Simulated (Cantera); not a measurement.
Mixture: CH₄ : O₂ : N₂ : H₂O = 1 : 1.82 : 6.84 : 0.63 (molar parts), equivalence ratio 1.1, at 10.0 bar, adiabatic and at constant volume. Ignition delay is the time to a rise of 400 K.

Detailed kinetics in Cantera: GRI-Mech 3.0 (53 species, 325 reactions).

### Question
What does this change do: 0.13 parts H2 added?

### Answer
```
quantity                                                before       after
--------------------------------------------------  ----------  ----------
delay at 1298 K                                        1.58 ms    0.534 ms
delay at 1448 K                                       0.337 ms    0.166 ms
delay at 1598 K                                        82.5 µs     51.9 µs
delay at 1748 K                                        23.4 µs     17.4 µs
delay at 1898 K                                        8.10 µs     6.72 µs
apparent activation energy between 1823 and 1973 K  190 kJ/mol  180 kJ/mol
```
